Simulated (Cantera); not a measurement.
## Fe(CO)5 + O2 + N2 (iron carbonyl, mercury and lead vapours)

A closed system holds: 1 mol Fe(CO)5, a varied amount of O2, 3.8 mol N2, equilibrated at 1425 K and 2.30 mbar.

These are equilibrium values from Cantera (NASA tables, ideal gas, pure condensed phases), not measurements of a reactor. Candidate condensed phases: C, Fe, Fe(CO)5, FeO, Fe2O3, Fe3O4; 27 gas species. Mutual solubility and eutectic melting of coexisting phases are not modelled. The tables' stoichiometric FeO is somewhat more stable than real wüstite, so its field is too wide. FeO: taken at fixed stoichiometry. The numbers say what is thermodynamically allowed, not how fast it happens.

```
n(O2) (mol)  log p CO  log p N2  log p CO2  log p Fe  log p FeO  n Fe(γ)  n FeO(s)
-----------  --------  --------  ---------  --------  ---------  -------  --------
0.088           -2.90     -3.00      -4.34     -7.55     -11.18    1.000         0
0.12            -2.91     -3.00      -4.20     -7.55     -11.04    1.000         0
0.16            -2.91     -3.00      -4.08     -7.55     -10.91    1.000         0
0.22            -2.92     -3.00      -3.94     -7.55     -10.76    1.000         0
0.3             -2.94     -3.00      -3.80     -7.55     -10.61    1.000         0
0.41            -2.95     -3.00      -3.72     -7.55     -10.51    0.906    0.0940
0.55            -2.95     -3.00      -3.72     -7.55     -10.51    0.626     0.374
0.75            -2.95     -3.00      -3.72     -7.55     -10.51    0.226     0.774
1               -2.98     -3.00      -3.58     -7.72     -10.51        0     1.000
```
log p: log10 of the partial pressure in bar; n: condensed amount in mol.

From 0.088 mol O2 to 0.3 mol O2 the condensed part is Fe(γ). From 0.41 mol O2 to 0.75 mol O2 the condensed part is Fe(γ) + FeO(s). At 1 mol O2 the condensed part is FeO(s). The main Fe-bearing gas is Fe throughout.
